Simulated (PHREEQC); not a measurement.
## Brine (model solution)

A solution holds 2.5 mol/kgw KCl, 0.017 mol/kgw K2SO4 and 9.9e-05 mol/kgw H4SiO4, at 25 °C. Closed to the air; pH follows from the charge balance.

Equilibrium calculation in PHREEQC: Pitzer model, pitzer.dat.

Each row changes one thing in this solution. Precipitation was switched off in this run.

```json
[
 {"case": "as made", "pH": "6.64", "H3SiO4- (mol/kgw)": "1.78e-7", "HSO4- (mol/kgw)": "2.95e-8", "SI of Arcanite (K2SO4)": "-1.06", "SI of SiO2(a) (SiO2)": "-1.25"},
 {"case": "KCl left out", "pH": "6.93", "H3SiO4- (mol/kgw)": "1.53e-7", "HSO4- (mol/kgw)": "1.05e-7", "SI of Arcanite (K2SO4)": "-3.38", "SI of SiO2(a) (SiO2)": "-1.34"},
 {"case": "K2SO4 from 0.017 to 0.17 mol/kgw", "pH": "6.80", "H3SiO4- (mol/kgw)": "2.65e-7", "HSO4- (mol/kgw)": "2.06e-7", "SI of Arcanite (K2SO4)": "-0.02", "SI of SiO2(a) (SiO2)": "-1.25"},
 {"case": "diluted 2-fold with water", "pH": "6.81", "H3SiO4- (mol/kgw)": "1.08e-7", "HSO4- (mol/kgw)": "1.52e-8", "SI of Arcanite (K2SO4)": "-1.67", "SI of SiO2(a) (SiO2)": "-1.59"},
 {"case": "diluted 5-fold with water", "pH": "6.92", "H3SiO4- (mol/kgw)": "4.45e-8", "HSO4- (mol/kgw)": "7.77e-9", "SI of Arcanite (K2SO4)": "-2.47", "SI of SiO2(a) (SiO2)": "-2.02"},
 {"case": "diluted 100-fold with water", "pH": "7.00", "H3SiO4- (mol/kgw)": "1.71e-9", "HSO4- (mol/kgw)": "9.82e-10", "SI of Arcanite (K2SO4)": "-5.51", "SI of SiO2(a) (SiO2)": "-3.34"},
 {"case": "KCl from 2.5 to 0.5 mol/kgw", "pH": "6.80", "H3SiO4- (mol/kgw)": "1.71e-7", "HSO4- (mol/kgw)": "5.03e-8", "SI of Arcanite (K2SO4)": "-1.76", "SI of SiO2(a) (SiO2)": "-1.32"},
 {"case": "H4SiO4 from 9.9e-05 to 8.91e-05 mol/kgw", "pH": "6.66", "H3SiO4- (mol/kgw)": "1.67e-7", "HSO4- (mol/kgw)": "2.83e-8", "SI of Arcanite (K2SO4)": "-1.06", "SI of SiO2(a) (SiO2)": "-1.29"},
 {"case": "temperature from 25 to 55 °C", "pH": "6.41", "H3SiO4- (mol/kgw)": "2.65e-7", "HSO4- (mol/kgw)": "1.31e-7", "SI of Arcanite (K2SO4)": "-1.32", "SI of SiO2(a) (SiO2)": "-1.48"}
]
```

Complexes and solids missing from the database can't appear. In brines, pH and single-ion activities rest on the MacInnes convention. Constants without temperature data keep their 25 °C values here.
